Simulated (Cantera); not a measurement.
Cantera run:

```python
import numpy as np
import cantera as ct

gas_names = """
    B BCL BCL2 BCL3 BH BH2 BH3 BN B2 CL CL2 H HCL H2 N NH NH2 NH3 N2 N2H2 N2H4
""".split()
cond_names = """
    B(b) B(L) BN(s) NH4CL(a) NH4CL(b)
""".split()


# ... load() reads the species with a 1 bar reference pressure and builds the phases ...
atoms = {
    'BN': {'B': 1, 'N': 1},
    'HCl': {'H': 1, 'CL': 1},
    'H2': {'H': 2},
}
top_T = {'BN(s)': 3200}  # K; cautious upper limits of use, not melting points


# ... equilibrate(T, P, feed) seeds the gas with the atoms and calls Mixture.equilibrate('TP', solver="vcs", rtol=1e-11, max_steps=5000) ...
results = []
T = 998  # K
P = 100000  # Pa
for m in [9.8, 19, 29, 39, 48, 58, 67, 77, 87]:
    feed = {'BN': 1, 'HCl': m, 'H2': 2.1}  # mol
    mix = equilibrate(T, P, feed)
    results.append((T, P, feed, dict(zip(mix.species_names, mix.species_moles))))

top = {s: max(r[3][s] / sum(r[3][g] for g in gas_names) for r in results) for s in gas_names}
cols = sorted((s for s in top if top[s] > 0.001), key=lambda s: -top[s])[:7]
seen = [c for c in cond_names if any(r[3].get(c, 0) > 1e-12 for r in results)]
print("log10 of partial pressures in bar; condensed amounts in mol")
print(f"{'n(HCl)':>10s}" + "".join(f"{s[:9]:>10s}" for s in cols + seen))
for T, P, feed, n in results:
    ng = sum(n[g] for g in gas_names)
    print(f"{feed['HCl']:10.4g}" + "".join(f"{np.log10(max(n[s] / ng * P / 1e5, 1e-99)):10.3f}" for s in cols)
          + "".join(f"{n.get(c, 0):10.4g}" for c in seen))
```

Result:

```
log10 of partial pressures in bar; condensed amounts in mol
    n(HCl)       HCL        H2      BCL3        N2     BN(s)
       9.8    -0.085    -0.751    -3.245    -3.547    0.9932
        19    -0.047    -0.994    -2.926    -3.228     0.975
        29    -0.033    -1.153    -2.739    -3.040    0.9433
        39    -0.026    -1.262    -2.617    -2.918    0.9006
        48    -0.023    -1.335    -2.537    -2.838    0.8544
        58    -0.020    -1.398    -2.469    -2.770    0.7958
        67    -0.019    -1.443    -2.421    -2.722    0.7377
        77    -0.017    -1.484    -2.377    -2.678    0.6683
        87    -0.016    -1.517    -2.342    -2.643    0.5946
```

Cantera equilibrium calculation (NASA polynomials, part measured and part estimated; ideal gas, pure solids and liquids). Gases not in the tables: BHCl2.
